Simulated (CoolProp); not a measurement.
Vapour-liquid equilibrium of R114 (1) + n-pentane (2) at 0.14 MPa; x and y are mole fractions of (1).

Computed with CoolProp (multi-fluid Helmholtz-energy mixture model, Platzer 1990 and Thol 2019; pair parameters Bell 2016). This equation is an older, rougher fit; its heat capacities, sound speeds and derivatives of the liquid may be far off and weren't checked against measurements.

```tsv
x	bubble temperature, mixture model (K)	bubble temperature, Raoult's law (K)	y, mixture model	y, Raoult's law
0.05	___	316.2	___	0.132
0.2	303.6	308.9	___	0.427
0.35	___	302.9	___	0.623
0.5	___	297.9	0.757	0.759
0.65	290.4	293.5	___	0.856
0.8	288.1	289.8	0.896	0.929
0.95	286.1	286.5	___	0.984
```

Q: Some entries are withheld; supply them.

A: 
- 0.05, bubble temperature, mixture model (K): 314.0
- 0.05, y, mixture model: 0.184
- 0.2, y, mixture model: 0.502
- 0.35, bubble temperature, mixture model (K): 297.4
- 0.35, y, mixture model: 0.660
- 0.5, bubble temperature, mixture model (K): 293.3
- 0.65, y, mixture model: 0.829
- 0.95, y, mixture model: 0.971

The largest gap from Raoult's law is -5.5 K in bubble temperature, at x = 0.35. No azeotrope shows between x = 0.05 and 0.95.

Pair parameters are fitted to limited data, so mixtures are less certain than the pure fluids.
